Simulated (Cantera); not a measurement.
A Cantera script and what it prints.

```python
import numpy as np
import cantera as ct

gas_names = """
    H HNO HNO2 HNO3 HO2 H2 H2O H2O2 H2S H2SO4 Mg MgH MgN MgO MgOH MgO2H2 MgS Mg2 N NH NH2 NH3 NH2OH NO
    NO2 NO3 N2 N2H2 N2H4 N2O O OH O2 O3 S SH SN SO SO2 SO3 S2 S2O S8
""".split()
cond_names = """
    H2O(s) H2O(L) H2SO4(L) Mg(cr) Mg(L) MgO(s) MgO(L) MgO2H2(s) MgS(s) MgSO4(s) MgSO4(L) S(cr1) S(cr2)
    S(L)
""".split()


# ... load() reads the species with a 1 bar reference pressure and builds the phases ...
atoms = {
    'MgO': {'Mg': 1, 'O': 1},
    'H2S': {'H': 2, 'S': 1},
    'N2': {'N': 2},
}
top_T = {'MgS(s)': 2250}  # K; cautious upper limits of use, not melting points


# ... equilibrate(T, P, feed) seeds the gas with the atoms and calls Mixture.equilibrate('TP', solver="vcs", rtol=1e-11, max_steps=5000) ...
results = []
feed = {'MgO': 1, 'H2S': 0.68, 'N2': 2.4}  # mol
T = 1423.15  # K
for P in [1000, 2600, 6700, 17000, 45000, 120000, 300000, 770000, 2000000]:
    mix = equilibrate(T, P, feed)
    results.append((T, P, feed, dict(zip(mix.species_names, mix.species_moles))))

top = {s: max(r[3][s] / sum(r[3][g] for g in gas_names) for r in results) for s in gas_names}
cols = sorted((s for s in top if top[s] > 1e-05), key=lambda s: -top[s])[:7]
seen = [c for c in cond_names if any(r[3].get(c, 0) > 1e-12 for r in results)]
print("log10 of partial pressures in bar; condensed amounts in mol")
print(f"{'P/Pa':>10s}" + "".join(f"{s[:9]:>10s}" for s in cols + seen))
for T, P, feed, n in results:
    ng = sum(n[g] for g in gas_names)
    print(f"{P:10.4g}" + "".join(f"{np.log10(max(n[s] / ng * P / 1e5, 1e-99)):10.3f}" for s in cols)
          + "".join(f"{n.get(c, 0):10.4g}" for c in seen))
```

It prints:

```
log10 of partial pressures in bar; condensed amounts in mol
      P/Pa        N2        H2       H2S        S2       H2O        SH         S    MgO(s)    MgS(s)
      1000    -2.147    -2.768    -3.572    -3.071    -4.434    -4.849    -6.334    0.9876   0.01244
      2600    -1.729    -2.385    -2.998    -2.688    -3.860    -4.466    -6.142    0.9822   0.01783
      6700    -1.315    -2.017    -2.446    -2.320    -3.308    -4.099    -5.959    0.9756   0.02443
   1.7e+04    -0.906    -1.668    -1.923    -1.971    -2.785    -3.750    -5.784    0.9682   0.03183
   4.5e+04    -0.479    -1.317    -1.397    -1.620    -2.259    -3.399    -5.609      0.96   0.03997
   1.2e+05    -0.049    -0.977    -0.887    -1.281    -1.749    -3.059    -5.439    0.9521   0.04795
     3e+05     0.353    -0.671    -0.428    -0.975    -1.290    -2.753    -5.286    0.9453   0.05473
   7.7e+05     0.766    -0.366     0.030    -0.669    -0.832    -2.448    -5.133    0.9392   0.06076
     2e+06     1.183    -0.064     0.482    -0.368    -0.380    -2.146    -4.982    0.9342    0.0658
```

Cantera equilibrium calculation (NASA polynomials, part measured and part estimated; ideal gas, pure solids and liquids). Mutual solubility and eutectic melting of coexisting phases are not modelled.
